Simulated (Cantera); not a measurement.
Cantera run:

```python
import numpy as np
import cantera as ct

gas_names = """
    Br Br2 H HBr H2 Si SiBr SiBr2 SiBr3 SiBr4 SiH SiHBr3 SiH2 SiH2Br2 SiH3 SiH3Br SiH4 Si2 Si3
""".split()
cond_names = """
    Br2(cr) Br2(L) Si(cr) Si(L)
""".split()


def load(file, names, dense=False):
    # The tables refer to 1 bar. Condensed volumes are neglected.
    table = {s.name: s for s in ct.Species.list_from_file(file)}
    out = []
    for n in names:
        d = dict(table[n].input_data)
        d["thermo"] = dict(d["thermo"], **{"reference-pressure": 1e5})
        if dense:
            d["equation-of-state"] = {"model": "constant-volume", "density": "1e6 g/cm^3"}
        out.append(ct.Species.from_dict(d))
    return out


gas = ct.Solution(thermo="ideal-gas", species=load("nasa_gas.yaml", gas_names))
cond = {s.name: ct.Solution(thermo="fixed-stoichiometry", species=[s], name=s.name)
        for s in load("nasa_condensed.yaml", cond_names, dense=True)}
atoms = {
    'Si': {'Si': 1},
    'HBr': {'H': 1, 'Br': 1},
    'H2': {'H': 2},
}
top_T = {}  # K; cautious upper limits of use, not melting points


def equilibrate(T, P, feed):
    n = {}
    for name, mol in feed.items():
        for a, k in atoms[name].items():
            n[a] = n.get(a, 0.0) + k * mol
    gas.TPX = T, P, n
    mass = sum(n.values()) * gas.mean_molecular_weight
    gas.equilibrate("TP")
    valid = [c for c in cond.values() if c.min_temp <= T <= top_T.get(c.name, c.max_temp)]
    mix = ct.Mixture([(gas, mass / gas.mean_molecular_weight)] + [(c, 0.0) for c in valid])
    mix.T, mix.P = T, P
    mix.equilibrate("TP", solver="vcs", rtol=1e-11, max_steps=5000)
    return mix


results = []
T = 1723  # K
P = 31  # Pa
for m in [3.7, 4.3, 4.9, 5.6, 6.4, 7.3, 8.3, 9.5, 11, 12, 14, 16, 19]:
    feed = {'Si': 1, 'HBr': m, 'H2': 0.72}  # mol
    mix = equilibrate(T, P, feed)
    results.append((T, P, feed, dict(zip(mix.species_names, mix.species_moles))))

top = {s: max(r[3][s] / sum(r[3][g] for g in gas_names) for r in results) for s in gas_names}
cols = sorted((s for s in top if top[s] > 0.001), key=lambda s: -top[s])[:5]
seen = [c for c in cond_names if any(r[3].get(c, 0) > 1e-12 for r in results)]
print("log10 of partial pressures in bar; condensed amounts in mol")
print(f"{'n(HBr)':>10s}" + "".join(f"{s[:9]:>10s}" for s in cols + seen))
for T, P, feed, n in results:
    ng = sum(n[g] for g in gas_names)
    print(f"{feed['HBr']:10.4g}" + "".join(f"{np.log10(max(n[s] / ng * P / 1e5, 1e-99)):10.3f}" for s in cols)
          + "".join(f"{n.get(c, 0):10.4g}" for c in seen))
```

Output:

```
log10 of partial pressures in bar; condensed amounts in mol
    n(HBr)        H2        Br       HBr     SiBr2         H
       3.7    -3.880    -4.313    -4.197    -4.212    -5.679
       4.3    -3.913    -4.240    -4.140    -4.270    -5.695
       4.9    -3.939    -4.188    -4.102    -4.322    -5.709
       5.6    -3.965    -4.145    -4.071    -4.377    -5.722
       6.4    -3.989    -4.109    -4.047    -4.433    -5.733
       7.3    -4.010    -4.079    -4.028    -4.488    -5.744
       8.3    -4.030    -4.054    -4.012    -4.542    -5.754
       9.5    -4.048    -4.032    -3.999    -4.600    -5.763
        11    -4.066    -4.011    -3.988    -4.662    -5.772
        12    -4.076    -4.001    -3.982    -4.700    -5.777
        14    -4.092    -3.984    -3.974    -4.766    -5.785
        16    -4.104    -3.972    -3.968    -4.824    -5.791
        19    -4.118    -3.959    -3.961    -4.898    -5.798
```

These are equilibrium values from Cantera (NASA tables, ideal gas, pure condensed phases), not measurements of a reactor. The tables' values for SiBr, SiBr3 are old estimates; treat these amounts as uncertain.
